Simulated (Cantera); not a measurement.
A closed system holds: 1 mol SiH4, 67 mol N2, held at 1550 K and 1.00 Torr.

These are equilibrium values from Cantera (NASA tables, ideal gas, pure condensed phases), not measurements of a reactor. Candidate condensed phases: Si, Si3N4; 18 gas species. Equilibrium is a limit: real reactors are often held back by kinetics, nucleation or transport.

Base state: N2 0.971, H2 0.0292, H 0.000147 (mole fractions); condensed: Si3N4(s).

What changes in the equilibrium state with this change: SiH4 replaced by SiHCl3?


```csv
species,before,after
N2,0.971,0.971
SiCl2,0,0.0139
HCl,0,0.0134
H2,0.0292,0.000522
SiCl3,0,0.000544
Cl,0,0.000405
"Si3N4(s), mol",0.333,0
```
The tables' values for SiCl3 are old estimates; treat these amounts as uncertain. Further candidate phases: NH4Cl.
